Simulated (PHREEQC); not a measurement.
Consider water at 25 °C with 0.042 mol/kgw K2HPO4 and 0.073 mol/kgw KH2PO4. Closed to the air; pH follows from the charge balance.

Equilibrium calculation in PHREEQC: ion-association model, wateq4f.dat.

Task: The ionic strength comes out as 0.192 mol/kgw. What activity coefficients do K+, HPO4-2, H2PO4-, KHPO4- get?

Result: K+ 0.71, HPO4-2 0.30, H2PO4- 0.75, KHPO4- 0.75.

This is a speciation only: nothing precipitates in the calculation. Species that the database lacks are ignored. H3PO4, which wateq4f.dat lacks, is added to it with the constant of phreeqc.dat.
